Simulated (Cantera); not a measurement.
Input (Python, Cantera) and output of one run.

```python
import numpy as np
import cantera as ct

gas_names = [...]  # 131 gases of nasa_gas.yaml made of C, H, O
cond_names = """
    C(gr) C6H6(L) C7H8(L) C8H18(L),n-octa H2O(s) H2O(L)
""".split()


# ... load() reads the species with a 1 bar reference pressure and builds the phases ...
atoms = {
    'C': {'C': 1},
    'H2O': {'H': 2, 'O': 1},
    'H2': {'H': 2},
}
top_T = {'C(gr)': 4500}  # K; cautious upper limits of use, not melting points


# ... equilibrate(T, P, feed) seeds the gas with the atoms and calls Mixture.equilibrate('TP', solver="vcs", rtol=1e-11, max_steps=5000) ...
results = []
feed = {'C': 1, 'H2O': 0.35, 'H2': 0.71}  # mol
P = 133.322  # Pa
for T in [3000, 3500, 4000, 4500, 5000]:
    mix = equilibrate(T, P, feed)
    results.append((T, P, feed, dict(zip(mix.species_names, mix.species_moles))))
    x = sorted(zip(gas.X, gas.species_names), reverse=True)
    print(f"T = {T:g} K  P = {P:g} Pa  gas = {mix.phase_moles(0):.4g} mol")
    print("   x: " + "  ".join(f"{s} {v:.3e}" for v, s in x if v > 1e-05))
    print("   condensed (mol): " + ("  ".join(f"{mix.phase(i).name} {mix.phase_moles(i):.4g}"
          for i in range(1, mix.n_phases) if mix.phase_moles(i) > 1e-12) or "none"))
```

Result:

```
T = 3000 K  P = 133.322 Pa  gas = 2.652 mol
   x: H 7.366e-01  CO 1.320e-01  C3 6.318e-02  H2 2.901e-02  C 2.457e-02  C2 9.930e-03  C2H 3.290e-03  C2H2,acetylene 7.539e-04  C5 4.830e-04  C4 1.380e-04  CH 6.862e-05
   condensed (mol): none
T = 3500 K  P = 133.322 Pa  gas = 3.021 mol
   x: H 6.976e-01  C 1.627e-01  CO 1.158e-01  C2 1.310e-02  C3 8.539e-03  H2 1.861e-03  C2H 2.515e-04  CH 5.691e-05
   condensed (mol): none
T = 4000 K  P = 133.322 Pa  gas = 3.114 mol
   x: H 6.802e-01  C 2.055e-01  CO 1.123e-01  C2 1.505e-03  H2 2.428e-04  O 5.611e-05  C3 5.396e-05  Electron 2.104e-05  C+ 2.094e-05  CH 1.535e-05
   condensed (mol): none
T = 4500 K  P = 133.322 Pa  gas = 3.126 mol
   x: H 6.780e-01  C 2.095e-01  CO 1.098e-01  O 2.146e-03  C2 2.014e-04  Electron 1.508e-04  C+ 1.497e-04  H2 5.126e-05
   condensed (mol): none
T = 5000 K  P = 133.322 Pa  gas = 3.212 mol
   x: H 6.600e-01  C 2.294e-01  CO 8.112e-02  O 2.786e-02  Electron 7.677e-04  C+ 7.586e-04  C2 4.677e-05  H2 1.404e-05
   condensed (mol): none
```

These are equilibrium values from Cantera (NASA tables, ideal gas, pure condensed phases), not measurements of a reactor.
